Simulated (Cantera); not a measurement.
**Ignition delay**

Mixture: CH₄ : O₂ : N₂ = 1 : 1.67 : 6.27 (molar parts), equivalence ratio 1.2, at 9.87 atm, adiabatic and at constant pressure. Ignition delay is the time to a rise of 400 K.

Cantera simulation using GRI-Mech 3.0 (53 species, 325 reactions); the numbers are that mechanism's predictions, not measurements.

```
T0 (K)  delay (ms)
------  ----------
1075          27.3
1125          13.6
1175          7.07
1225          3.82
1275          2.13
1325          1.21
1375         0.709
```

The apparent activation energy between 1275 and 1375 K is 160 kJ/mol.
